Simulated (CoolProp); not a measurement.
A simple Rankine cycle with hexamethyldisiloxane (MM): condensing at 317.15 K, boiler at 0.0587 MPa, turbine inlet 370.9 K, turbine efficiency 0.7, pump efficiency 0.7, no recuperator. Each further row changes one setting.

The numbers come from the reference Helmholtz-energy equation of state, Thol 2016 in CoolProp.

| case | thermal efficiency (%) | net work (kJ/kg) | heat in (kJ/kg) | turbine exit temperature (K) | volume ratio over the turbine |
|---|---|---|---|---|---|
| as stated | 6.1 | 18.5 | 305 | [?] | 4.29 |
| turbine inlet 390.9 K | 5.8 | 19.6 | 339 | 378.5 | 4.27 |
| condensing temperature 309.15 K | [?] | 23.0 | [?] | [?] | 6.11 |
| boiler pressure 0.0411 MPa | 4.6 | 14.2 | 306 | [?] | [?] |
| turbine efficiency 0.6 | [?] | 15.8 | 305 | 360.2 | [?] |

### Question
Complete the blanks.

### Answer

- as stated, turbine exit temperature (K): 358.6
- condensing temperature 309.15 K, thermal efficiency (%): 7.2
- condensing temperature 309.15 K, heat in (kJ/kg): 320
- condensing temperature 309.15 K, turbine exit temperature (K): 355.7
- boiler pressure 0.0411 MPa, turbine exit temperature (K): 361.7
- boiler pressure 0.0411 MPa, volume ratio over the turbine: 2.99
- turbine efficiency 0.6, thermal efficiency (%): 5.2
- turbine efficiency 0.6, volume ratio over the turbine: 4.31
